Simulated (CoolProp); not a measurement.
Computed with CoolProp (reference Helmholtz-energy equation of state, Span 1996).

For carbon dioxide, give the phase and the cp (kJ/(kg K)), Joule-Thomson coefficient (K/MPa), conductivity (mW/(m K)) at 384.7 K and 154 kPa.


- 384.7 K and 154 kPa: gas; cp 0.931, Joule-Thomson coefficient 5.83, conductivity 23.5

Thermal conductivity comes from a separate model (Huber 2016).
